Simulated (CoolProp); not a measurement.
Model: reference Helmholtz-energy equation of state, Lemmon 2006, in CoolProp. It is a short technical equation, of lower accuracy than the large ones.

Question: Give the vapour pressure (MPa), vapour density (kg/m³), enthalpy of vaporisation (kJ/kg), liquid cp (kJ/(kg K)) of saturated hydrogen sulfide at 12.45, 44.15 °C.

Answer: 
```csv
T (°C),p (MPa),vapour density (kg/m³),enthalpy of vaporisation (kJ/kg),liquid cp (kJ/(kg K))
12.45,1.46,24.6,441,2.16
44.15,3.14,53.9,371,2.46
```
